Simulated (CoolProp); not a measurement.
The numbers come from the reference Helmholtz-energy equation of state, Gao 2022 in CoolProp.

Question: For n-perfluoropentane, give the phase and the cv (kJ/(kg K)) at 81.85 °C and 101 kPa; 130.65 °C and 101 kPa; 155.05 °C and 101 kPa.

Answer: 
- 81.85 °C and 101 kPa: gas; cv 0.864
- 130.65 °C and 101 kPa: gas; cv 0.924
- 155.05 °C and 101 kPa: gas; cv 0.951
